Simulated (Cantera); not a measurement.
Feed: 1 mol PbO, 0.16 mol N2, equilibrated at 773.15 K and 8.20 mbar.

Equilibrium computed with Cantera from the NASA thermochemical tables; the gas is ideal and each condensed phase is pure. Candidate condensed phases: Pb, PbO, PbO2, Pb3O4; 12 gas species. The numbers say what is thermodynamically allowed, not how fast it happens.

Base state: N2 1.00 (mole fractions); condensed: PbO(yellow).

Task: What changes in the equilibrium state with this change: temperature from 773.15 K to 1573 K?

Result: 
| species | before | after |
|---|---|---|
| PbO | 1.97e-9 | 0.607 |
| Pb | <1e-9 | 0.178 |
| N2 | 1.00 | 0.125 |
| O2 | <1e-9 | 0.0889 |
| NO | <1e-9 | 0.000446 |
| O | <1e-9 | 3.44e-5 |
| PbO(yellow), mol | 1.00 | 0 |
Gases not in the tables: (PbO)n polymers.
